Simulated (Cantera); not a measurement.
**Equilibrium for chlorosilane synthesis and conversion: SiCl4 + HCl + H2**

Charge: 1 mol SiCl4, 4 mol HCl, 0.46 mol H2, equilibrated at 0.610 bar.

Equilibrium computed with Cantera from the NASA thermochemical tables; the gas is ideal and each condensed phase is pure. Candidate condensed phases: Si; 19 gas species. The tables' values for SiCl3 are old estimates; treat these amounts as uncertain. Rates play no part.

| T (K) | log p HCl | log p SiCl4 | log p H2 | log p SiCl3 | log p SiHCl3 | log p SiCl2 | log p Cl |
|---|---|---|---|---|---|---|---|
| 548 | -0.35 | -0.95 | -1.29 | <-12 | -7.04 | <-12 | <-12 |
| 648 | -0.35 | -0.95 | -1.29 | -10.16 | -6.00 | <-12 | <-12 |
| 748 | -0.35 | -0.95 | -1.29 | -8.25 | -5.25 | <-12 | -12.21 |
| 848 | -0.35 | -0.95 | -1.29 | -6.80 | -4.68 | -10.79 | -10.42 |
| 948 | -0.35 | -0.95 | -1.29 | -5.66 | -4.24 | -8.84 | -9.01 |
| 1048 | -0.35 | -0.95 | -1.29 | -4.74 | -3.88 | -7.27 | -7.86 |
| 1148 | -0.35 | -0.95 | -1.29 | -3.99 | -3.59 | -5.98 | -6.90 |
| 1248 | -0.35 | -0.96 | -1.29 | -3.36 | -3.35 | -4.91 | -6.10 |
| 1348 | -0.35 | -0.96 | -1.30 | -2.84 | -3.16 | -4.01 | -5.41 |
log p: log10 of the partial pressure in bar; nothing condenses.

From 548 K to 1348 K nothing is condensed. The main Si-bearing gas is SiCl4 throughout.
